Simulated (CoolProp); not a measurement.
Properties of CH3F (R41) at several states (Tc = 317.3 K, pc = 5.906 MPa, ω = 0.200).

Computed with CoolProp (reference Helmholtz-energy equation of state, Lemmon 2006). It is a short technical equation, of lower accuracy than the large ones.

| T (K) | p (MPa) | phase | density (kg/m³) | cv (kJ/(kg K)) | isothermal compressibility (1/MPa) | expansivity (1/kK) |
|---|---|---|---|---|---|---|
| 306.4 | 0.0109 | gas | 0.1457 | ? | 91.82 | 3.273 |
| 228.1 | 0.15 | gas | 2.782 | ? | 6.898 | ? |
| 281.2 | 0.0741 | gas | 1.087 | 0.8384 | 13.60 | 3.647 |
| 369.6 | 2.94 | gas | 37.08 | 1.066 | 0.3889 | 4.106 |
| 160 | 3.77 | liquid | 953.6 | ? | 0.0009418 | 1.954 |

Task: Some entries are withheld; supply them.

Result: 
- 306.4, cv (kJ/(kg K)): 0.8705
- 228.1, cv (kJ/(kg K)): 0.8369
- 228.1, expansivity (1/kK): 4.969
- 160, cv (kJ/(kg K)): 1.377
